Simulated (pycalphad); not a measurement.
All values are pycalphad results on the COST 507 light-alloy database (1999) (1 atm), not direct measurements. No gas phase is included, though pure Mg would boil below 1650 K. These are 1990s assessments: newer ones move some temperatures and phases. Kinetics are ignored, which matters at the lower temperatures.

How does the equilibrium phase assembly of Mg-2.3Al-0.96Si (at.%) change on cooling from 1650 K to 350 K?


```json
[
 {"T (K)": "901.8", "phases above": "liquid", "phases below": "hcp + liquid"},
 {"T (K)": "897.3", "phases above": "hcp + liquid", "phases below": "hcp + liquid + MG2SI"},
 {"T (K)": "866.3", "phases above": "hcp + liquid + MG2SI", "phases below": "hcp + MG2SI"},
 {"T (K)": "457.0", "phases above": "hcp + MG2SI", "phases below": "ALMG_GAMMA + hcp + MG2SI"}
]
```
Changes were sought between steps of 50 K, so a narrower field can be missed.

Database names, with the compositions (at.%) that they take in these runs: MG2SI: Mg 67 Si 33; ALMG_GAMMA: Mg 59 Al 41.
